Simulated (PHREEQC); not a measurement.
Model water analysis in mg/L, 25 °C, pH 5.86, pe 10.1:

```tsv
constituent	mg/L
Na	1770
K	448
Ca	145
Mg	46.3
Cl	3580
S(6) as SO4	11.7
Alkalinity as HCO3	8.45
N(5) as NO3	2.68
```

Valence states are taken as typed.

Model: ion-association model, phreeqc.dat, run in PHREEQC.

```
Quantity                      Value
--------------------  -------------
ionic strength        0.107 mol/kgw
specific conductance    10800 µS/cm
density                 1.001 g/cm³
charge-balance error         -0.9 %
```

```csv
species,molality,activity,log γ
Cl-,0.102,0.0774,-0.118
Na+,0.0774,0.0605,-0.107
K+,0.0115,0.00875,-0.119
Ca+2,0.00363,0.00139,-0.416
Mg+2,0.00191,0.000764,-0.398
CO2,0.000319,0.000327,0.011
HCO3-,0.000134,0.000105,-0.105
SO4-2,9.27e-5,3.38e-5,-0.438
NO3-,4.35e-5,3.25e-5,-0.126
NaSO4-,1.31e-5,1.03e-5,-0.105
```

Precipitation was switched off in this run. Complexes and solids missing from the database can't appear.
